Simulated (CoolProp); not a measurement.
Vapour pressure (MPa) of methanol: the reference equation beside estimates from Tc = 240.2 °C, pc = 8.216 MPa, ω = 0.565. Clausius-Clapeyron is anchored at 98.15 °C with a constant enthalpy of vaporisation of 32.90 kJ/mol.

Computed with CoolProp (reference Helmholtz-energy equation of state, de Reuck 1993).

```json
[
 {"T (°C)": "81.15", "reference": "0.1887", "Lee-Kesler": "0.1863", "Clausius-Clapeyron": "0.2001", "Redlich-Kwong": "0.6366", "Soave-Redlich-Kwong": "0.1863"},
 {"T (°C)": "89.65", "reference": "0.2527", "Lee-Kesler": "0.2524", "Clausius-Clapeyron": "0.2599", "Redlich-Kwong": "0.7780", "Soave-Redlich-Kwong": "0.2525"},
 {"T (°C)": "98.15", "reference": "0.3336", "Lee-Kesler": "0.3360", "Clausius-Clapeyron": "0.3336", "Redlich-Kwong": "0.9409", "Soave-Redlich-Kwong": "0.3365"},
 {"T (°C)": "106.55", "reference": "0.4330", "Lee-Kesler": "0.4389", "Clausius-Clapeyron": "?", "Redlich-Kwong": "1.124", "Soave-Redlich-Kwong": "0.4401"},
 {"T (°C)": "115.05", "reference": "0.5567", "Lee-Kesler": "0.5666", "Clausius-Clapeyron": "0.5306", "Redlich-Kwong": "?", "Soave-Redlich-Kwong": "0.5691"},
 {"T (°C)": "123.55", "reference": "0.7072", "Lee-Kesler": "0.7217", "Clausius-Clapeyron": "?", "Redlich-Kwong": "1.570", "Soave-Redlich-Kwong": "0.7261"},
 {"T (°C)": "131.95", "reference": "0.8863", "Lee-Kesler": "0.9054", "Clausius-Clapeyron": "0.8117", "Redlich-Kwong": "1.831", "Soave-Redlich-Kwong": "0.9127"},
 {"T (°C)": "140.45", "reference": "1.103", "Lee-Kesler": "1.126", "Clausius-Clapeyron": "0.9922", "Redlich-Kwong": "2.124", "Soave-Redlich-Kwong": "1.138"}
]
```

**Question.** What belongs in the gaps?

**Answer.** 
- 106.55, Clausius-Clapeyron: 0.4223
- 115.05, Redlich-Kwong: 1.334
- 123.55, Clausius-Clapeyron: 0.6601

Absolute difference from the reference over all 8 rows, mean and median: Lee-Kesler 1.4 and 1.6 %, Clausius-Clapeyron 5.1 and 5.4 %, Redlich-Kwong 156.0 and 149.6 %, Soave-Redlich-Kwong 1.9 and 1.9 %.
